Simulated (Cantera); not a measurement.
Feed: 1 mol Si, 2 mol HCl, 2.5 mol H2, held at 1000 K and 440000 Pa.

Equilibrium computed with Cantera from the NASA thermochemical tables; the gas is ideal and each condensed phase is pure. Candidate condensed phases: Si; 19 gas species. The tables' values for SiCl3 are old estimates; treat these amounts as uncertain. Kinetics and transport are ignored.

Base state: H2 0.849, SiCl4 0.0750, SiHCl3 0.0626, HCl 0.00716, SiH2Cl2 0.00564, SiCl3 0.000564, SiH3Cl 0.000130, SiCl2 0.000103 (mole fractions); condensed: Si(s).

### Question
What changes in the equilibrium state with this change: HCl from 2 to 0.94 mol?

### Answer
```tsv
species	before	after
H2	0.849	0.909
SiHCl3	0.0626	0.0403
SiCl4	0.0750	0.0398
SiCl3	0.000564	0.000350
SiCl2	0.000103	7.48e-5
Si(s), mol	0.433	0.730
```

### Question
What changes in the equilibrium state with this change: temperature from 1000 K to 1425 K?

### Answer
```tsv
species	before	after
H2	0.849	0.793
HCl	0.00716	0.0762
SiCl4	0.0750	0.0480
SiCl2	0.000103	0.0221
SiCl3	0.000564	0.0164
SiHCl3	0.0626	0.0391
SiH3Cl	0.000130	0.000175
SiH2Cl2	0.00564	0.00487
Si(s), mol	0.433	0.465
```
